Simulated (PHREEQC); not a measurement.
Solution (65 °C): 21 mmol/kgw KH2PO4 and 0.041 mmol/kgw HNO3. Closed to the air; pH follows from the charge balance.

Computed with PHREEQC (ion-association model, wateq4f.dat).

This is a speciation only: nothing precipitates in the calculation.

### Question
Estimate the pH, ionic strength.

### Answer
pH 4.58; ionic strength 0.0211 mol/kgw.

H3PO4, which wateq4f.dat lacks, is added to it with the constant of phreeqc.dat. Away from 25 °C the constants follow the database's enthalpies or fits; those with neither stay at their 25 °C values.
